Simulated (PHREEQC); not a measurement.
## Silver or lead bath

Dissolve 0.0044 mol/kgw AgF and 0.092 mol/kgw HNO3 at 25 °C. It is in equilibrium with CO2 at log p = -3.4 (atm). Otherwise closed; pH follows from the charge balance.

All values are PHREEQC results (ion-association model, wateq4f.dat), not measurements.

The pH is 1.14 and the ionic strength is 0.0919 mol/kgw. The total alkalinity is -92.0 meq/kg.

| species | molality | activity | log γ |
|---|---|---|---|
| NO3- | 0.0919 | 0.0698 | -0.119 |
| H+ | 0.0877 | 0.0727 | -0.082 |
| Ag+ | 0.00428 | 0.00336 | -0.105 |
| HF | 0.00425 | 0.00434 | 0.009 |
| AgNO3 | 0.000118 | 0.000121 | 0.009 |
| F- | 5.19e-5 | 3.98e-5 | -0.115 |
| H2F2 | 4.81e-5 | 4.91e-5 | 0.009 |
| CO2 | 1.33e-5 | 1.36e-5 | 0.009 |
| HF2- | 8.64e-7 | 6.64e-7 | -0.115 |
| AgF | 3.01e-7 | 3.07e-7 | 0.009 |

Precipitation was switched off in this run. Species that the database lacks are ignored.
